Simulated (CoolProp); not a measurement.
R11 at 300.54 K and 0.291 MPa is throttled through a valve to 0.202 MPa with no heat exchange. Each further row changes one setting.

Model: reference Helmholtz-energy equation of state, Jacobsen 1992, in CoolProp.

```json
[
 {"case": "as stated", "temperature change (K)": "+0.0", "final phase": "liquid", "final density (kg/m³)": "1470"},
 {"case": "outlet pressure 0.0606 MPa", "temperature change (K)": "-17.4", "final phase": "two-phase, vapour fraction 0.082", "final density (kg/m³)": "43.0"},
 {"case": "outlet pressure 0.263 MPa", "temperature change (K)": "+0.0", "final phase": "liquid", "final density (kg/m³)": "1470"}
]
```
